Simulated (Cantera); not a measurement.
Charge: 1 mol Si3N4, 0.57 mol CO2, 980 mol N2, at 1.80 bar.

Cantera equilibrium calculation (NASA polynomials, part measured and part estimated; ideal gas, pure solids and liquids). Candidate condensed phases: C, Si, SiC, SiO2, Si2N2O, Si3N4; 34 gas species. Mutual solubility and eutectic melting of coexisting phases are not modelled. Kinetics and transport are ignored.

Task: What share of the Si ends up in condensed phases as a function of T (K), at 1700, 1750, 1800, 1850, 1900, 1950, 2000, 2050, 2100?

Result: 
```csv
T (K),Si condensed (%),as
1700,99.9,Si2N2O(s) + Si3N4(s)
1750,99.7,Si2N2O(s) + Si3N4(s)
1800,99.0,Si2N2O(s) + Si3N4(s)
1850,97.2,Si2N2O(s) + Si3N4(s)
1900,92.5,Si2N2O(s) + Si3N4(s)
1950,81.0,Si2N2O(s) + Si3N4(s)
2000,80.8,Si3N4(s)
2050,80.3,Si3N4(s)
2100,79.1,Si3N4(s)
```
